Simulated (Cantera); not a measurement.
A closed system holds: 1 mol PbS, 6.6 mol H2, held at 2148 K and 68.0 Pa.

Cantera equilibrium calculation (NASA polynomials, part measured and part estimated; ideal gas, pure solids and liquids). Candidate condensed phases: Pb, PbS, S; 10 gas species. The numbers say what is thermodynamically allowed, not how fast it happens.

Base state: H2 0.672, H 0.131, Pb 0.108, S 0.0467, S2 0.0241, SH 0.0124, PbS 0.00436, H2S 0.00110 (mole fractions); condensed: gas only.

**Question.** What changes in the equilibrium state with this change: H2 from 6.6 to 880 mol?

**Answer.** 
```csv
species,before,after
H2,0.672,0.851
H,0.131,0.147
Pb,0.108,0.00105
S,0.0467,0.000781
S2,0.0241,6.73e-6
SH,0.0124,0.000232
PbS,0.00436,7.05e-7
H2S,0.00110,2.34e-5
```

**Question.** What changes in the equilibrium state with this change: temperature from 2148 K to 1098.15 K?

**Answer.** 
| species | before | after |
|---|---|---|
| H2 | 0.672 | 0.847 |
| PbS | 0.00436 | 0.110 |
| Pb | 0.108 | 0.0216 |
| H | 0.131 | 8.76e-7 |
| S | 0.0467 | 4.97e-8 |
| SH | 0.0124 | 3.09e-5 |
| S2 | 0.0241 | 0.000337 |
| H2S | 0.00110 | 0.0209 |
Gases not in the tables: S3 to S7.
